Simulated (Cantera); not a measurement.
A freely propagating, adiabatic, planar premixed flame of CO : H₂ : CH₄ : O₂ : N₂ = 1 : 0.3 : 0.28 : 1.1 : 4.14 (molar parts), equivalence ratio 1.1, unburnt at 675 K and 1.88 atm; mixture-averaged transport, grid criteria slope 0.08 and curve 0.16, no radiation.

Computed with Cantera and GRI-Mech 3.0 (53 species, 325 reactions). Burning velocities carry a grid error of a few per cent, more on coarse grids.

How do the results move with these cheaper or finer settings: unity-Lewis-number transport; multicomponent transport; multicomponent+Soret transport; grid criteria slope 0.5, curve 1; grid criteria slope 0.25, curve 0.5; grid criteria slope 0.03, curve 0.06?


```json
[
 {"setting": "as above", "laminar burning velocity": "263 cm/s", "thermal thickness": "0.167 mm", "peak x(CH₂)": "2.03e-5", "peak x(HCN)": "4.74e-7", "grid points": "155"},
 {"setting": "unity-Lewis-number transport", "laminar burning velocity": "191 cm/s", "thermal thickness": "0.170 mm", "peak x(CH₂)": "1.68e-5", "peak x(HCN)": "4.73e-7", "grid points": "137"},
 {"setting": "multicomponent transport", "laminar burning velocity": "262 cm/s", "thermal thickness": "0.168 mm", "peak x(CH₂)": "2.02e-5", "peak x(HCN)": "4.75e-7", "grid points": "155"},
 {"setting": "multicomponent+Soret transport", "laminar burning velocity": "255 cm/s", "thermal thickness": "0.168 mm", "peak x(CH₂)": "1.96e-5", "peak x(HCN)": "4.58e-7", "grid points": "155"},
 {"setting": "grid criteria slope 0.5, curve 1", "laminar burning velocity": "294 cm/s", "thermal thickness": "0.194 mm", "peak x(CH₂)": "1.93e-5", "peak x(HCN)": "4.54e-7", "grid points": "44"},
 {"setting": "grid criteria slope 0.25, curve 0.5", "laminar burning velocity": "274 cm/s", "thermal thickness": "0.177 mm", "peak x(CH₂)": "1.99e-5", "peak x(HCN)": "4.68e-7", "grid points": "63"},
 {"setting": "grid criteria slope 0.03, curve 0.06", "laminar burning velocity": "262 cm/s", "thermal thickness": "0.165 mm", "peak x(CH₂)": "2.03e-5", "peak x(HCN)": "4.76e-7", "grid points": "365"}
]
```
The base run took roughly 5 core-seconds.
Unity Lewis numbers drop preferential diffusion, which matters most where H2 and H carry the flame; Soret adds thermal diffusion.
